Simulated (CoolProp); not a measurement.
Values from CoolProp's reference Helmholtz-energy equation of state, Span 1996.

**Question.** Give the vapour pressure (MPa), liquid density (kg/m³), liquid viscosity (µPa s) of saturated carbon dioxide at -46.45, -35.65, -22.65 °C.

**Answer.** 
| T (°C) | p (MPa) | liquid density (kg/m³) | liquid viscosity (µPa s) |
|---|---|---|---|
| -46.45 | 0.786 | 1140 | 214 |
| -35.65 | 1.18 | 1100 | 180 |
| -22.65 | 1.81 | 1040 | 146 |

Viscosity comes from a separate model (Laesecke 2017).
